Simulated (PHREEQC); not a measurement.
# Alkaline etch or developer: an equilibrium model

Make-up at 95 °C: 0.13 mol KOH and 0.00064 mol K2SiO3 per kg of water. Closed to the air; pH follows from the charge balance.

Equilibrium calculation in PHREEQC: ion-association model, phreeqc.dat.

```json
{
 "pH": "11.29",
 "ionic_strength": "0.132 mol/kgw",
 "specific_conductance": "84200 µS/cm",
 "density": "0.968 g/cm³",
 "total_alkalinity": "131 meq/kg"
}
```

| species | molality | activity | log γ |
|---|---|---|---|
| K+ | 0.131 | 0.0934 | -0.148 |
| OH- | 0.130 | 0.0923 | -0.150 |
| H3SiO4- | 0.000391 | 0.000280 | -0.144 |
| H2SiO4-2 | 0.000247 | 7.56e-5 | -0.515 |
| H4SiO4 | 1.90e-6 | 1.96e-6 | 0.013 |
| O2 | 6.85e-7 | 7.06e-7 | 0.013 |

Precipitation was switched off in this run. At this temperature some constants are extrapolated from 25 °C, and those without enthalpy data are left unchanged.
